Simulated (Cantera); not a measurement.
Feed: 1 mol Si, 0.99 mol HCl, 12 mol H2, equilibrated at 1075 K and 0.670 bar.

Method: chemical equilibrium by Gibbs-energy minimisation in Cantera with the NASA 1993 tables (ideal gas, pure condensed phases). Candidate condensed phases: Si; 19 gas species. The tables' values for SiCl3 are old estimates; treat these amounts as uncertain. Equilibrium is a limit: real reactors are often held back by kinetics, nucleation or transport.

Base state: H2 0.968, HCl 0.0130, SiCl4 0.00897, SiHCl3 0.00830, SiH2Cl2 0.000899, SiCl3 0.000439, SiCl2 0.000341, SiH3Cl 2.56e-5 (mole fractions); condensed: Si(s).

Problem. What changes in the equilibrium state with this change: temperature from 1075 K to 1448.15 K?

Solution. 
| species | before | after |
|---|---|---|
| H2 | 0.968 | 0.939 |
| HCl | 0.0130 | 0.0500 |
| SiCl2 | 0.000341 | 0.00819 |
| SiCl4 | 0.00897 | 0.000665 |
| H | 1.76e-8 | 1.09e-5 |
| SiHCl3 | 0.00830 | 0.00107 |
| SiH2Cl2 | 0.000899 | 0.000266 |
| SiCl3 | 0.000439 | 0.00122 |
| SiH3Cl | 2.56e-5 | 1.92e-5 |
| Si(s), mol | 0.758 | 0.852 |

Problem. What changes in the equilibrium state with this change: temperature from 1075 K to 825 K?

Solution. 
```tsv
species	before	after
H2	0.968	0.977
SiCl4	0.00897	0.0108
SiHCl3	0.00830	0.0105
HCl	0.0130	0.00124
SiCl2	0.000341	1.76e-6
SiCl3	0.000439	1.47e-5
SiH3Cl	2.56e-5	1.65e-5
Si(s), mol	0.758	0.717
```
